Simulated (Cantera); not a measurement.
Input (Python, Cantera):

```python
import numpy as np
import cantera as ct

gas = ct.Solution("gri30.yaml")
gas.TPX = 2825, 12000, {'CH4': 0.037, 'H2': 1, 'N2': 0.018}
inlet = ct.Reservoir(gas, clone=True)

reactor = ct.IdealGasConstPressureReactor(gas, energy="off", clone=False)
exhaust = ct.Reservoir(gas, clone=True)
tau = [10, 4.2, 1.7, 0.71, 0.29, 0.12, 0.05, 0.02, 0.0084][0]
for a, b in ((inlet, reactor), (reactor, exhaust)):
    ct.MassFlowController(a, b, mdot=lambda t: reactor.mass / tau)
net = ct.ReactorNet([reactor])
show = ['CH4', 'H2', 'HCN', 'C2H4', 'C2H6']

rows = []
print(f"{'tau/s':>10s}{'T/K':>9s}" + "".join(f"{s:>11s}" for s in show))
for tau in [10, 4.2, 1.7, 0.71, 0.29, 0.12, 0.05, 0.02, 0.0084]:
    net.initial_time = 0.0
    net.advance(30 * tau)
    before = gas.X
    net.advance(40 * tau)
    drift = np.max(np.abs(gas.X - before) / (gas.X + 1e-9))
    rows.append([gas.T, *gas[show].X, drift])
    print(f"{tau:10.3e}{gas.T:9.1f}" + "".join(f"{x:11.3e}" for x in gas[show].X))
```

Output:

```
     tau/s      T/K        CH4         H2        HCN       C2H4       C2H6
 1.000e+01   2825.0  3.977e-06  7.461e-01  7.495e-03  2.520e-07  1.000e-12
 4.200e+00   2825.0  4.146e-06  7.463e-01  6.338e-03  2.657e-07  1.085e-12
 1.700e+00   2825.0  4.439e-06  7.467e-01  4.917e-03  2.834e-07  1.237e-12
 7.100e-01   2825.0  4.944e-06  7.476e-01  3.660e-03  3.009e-07  1.519e-12
 2.900e-01   2825.0  5.987e-06  7.498e-01  2.686e-03  3.200e-07  2.183e-12
 1.200e-01   2825.0  8.254e-06  7.551e-01  2.025e-03  3.476e-07  4.005e-12
 5.000e-02   2825.0  1.367e-05  7.668e-01  1.530e-03  4.052e-07  1.035e-11
 2.000e-02   2825.0  3.076e-05  7.924e-01  1.020e-03  5.710e-07  4.678e-11
 8.400e-03   2825.0  9.234e-05  8.316e-01  5.341e-04  1.067e-06  3.509e-10
```

Cantera simulation using GRI-Mech 3.0 (53 species, 325 reactions); the numbers are that mechanism's predictions, not measurements. GRI-Mech 3.0 stops at C3 and has no aromatics, soot or wall deposition, so with more carbon than oxygen in the feed, carbon stays in small species such as C2H2 where larger ones or solid carbon would form.
